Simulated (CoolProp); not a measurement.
Vapour-liquid equilibrium of methane (1) + ethane (2) at -98.45 °C; x and y are mole fractions of (1).

Computed with CoolProp (multi-fluid Helmholtz-energy mixture model, Setzmann 1991 and Bücker 2006; pair parameters Kunz 2012).

Give the bubble pressure and the first vapour's composition at x = 0.05, 0.55, 0.65. Is there an azeotrope?

x = 0.05: 1.997 bar, y = 0.712; x = 0.55: 14.66 bar, y = 0.967; x = 0.65: 17.06 bar, y = 0.974. No azeotrope shows between x = 0.05 and 0.95.

Pair parameters are fitted to limited data, so mixtures are less certain than the pure fluids. The gap from Raoult's law changes sign with composition, which may be real or a fault of the pair parameters; it wasn't checked against measurements.
